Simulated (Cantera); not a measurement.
Standard-state values (1 bar) from the NASA 1993 polynomials, evaluated with Cantera. Values are per mole of reaction as written; species without (g) are pure solids or liquids, kept so even where they would boil at 1 bar.

Q: Between 300 and 623 K, where is each reaction favourable under standard conditions?
- Ca(g) + H2O(g) → CaO + 2 H(g)
- Ca(OH)2 + 2 H(g) → Ca(g) + 2 H2O(g)

A: 
- Ca(g) + H2O(g) → CaO + 2 H(g): ΔG° is -112 kJ at 300 K and -92 kJ at 623 K; it stays negative (K > 1). ΔH° is -124 kJ and ΔS° -52 J/K at 623 K.
- Ca(OH)2 + 2 H(g) → Ca(g) + 2 H2O(g): ΔG° is 178 kJ at 300 K and 114 kJ at 623 K; it stays positive (K < 1). ΔH° is 227 kJ and ΔS° 182 J/K at 623 K.
